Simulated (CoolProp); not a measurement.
Octamethyltrisiloxane (MDM) at 298.15 K and 0.363 MPa is throttled through a valve to 0.0448 MPa with no heat exchange. Each further row changes one setting.

Computed with CoolProp (reference Helmholtz-energy equation of state, Thol 2017).

```
case                        temperature change (K)
--------------------------  ----------------------
as stated                                     +0.1
outlet pressure 0.0134 MPa                    +0.2
outlet pressure 0.0582 MPa                    +0.1
```
